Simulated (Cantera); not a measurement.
Input: 1 mol C2H2, 1.3 mol CO2, 1.1 mol H2, equilibrated at 0.0230 bar.

Equilibrium computed with Cantera from the NASA thermochemical tables; the gas is ideal and each condensed phase is pure. Candidate condensed phases: C, C6H6, C7H8, C8H18, H2O; 110 gas species. Kinetics and transport are ignored. All values below are at 2475 K.

Base state: CO 0.528, H2 0.377, H 0.0911, C2H2 (acetylene) 0.00367, C2H 6.03e-5, C4H2 1.47e-5, C3 1.46e-5 (mole fractions); condensed: C(graphite).

What changes in the equilibrium state with this change: pressure from 0.0230 bar to 13.0 bar?


```
species            before     after
----------------  -------  --------
CO                  0.528     0.552
H2                  0.377     0.439
C2H2 (acetylene)  0.00367   0.00427
H                  0.0911   0.00413
CH4               5.11e-7  0.000391
C2H4              2.53e-8   1.93e-5
H2O               1.19e-7   8.15e-5
CO2               2.71e-8   1.67e-5
C(graphite), mol    0.663     0.658
```

What changes in the equilibrium state with this change: C2H2 replaced by CO?


```
species            before    after
----------------  -------  -------
CO                  0.528    0.496
H2O               1.19e-7    0.182
CO2               2.71e-8    0.153
H2                  0.377   0.0963
OH                5.76e-9   0.0175
H                  0.0911   0.0460
O                   <1e-9  0.00553
O2                  <1e-9  0.00430
C2H2 (acetylene)  0.00367    <1e-9
C2H               6.03e-5    <1e-9
C4H2              1.47e-5    <1e-9
C(graphite), mol    0.663        0
```
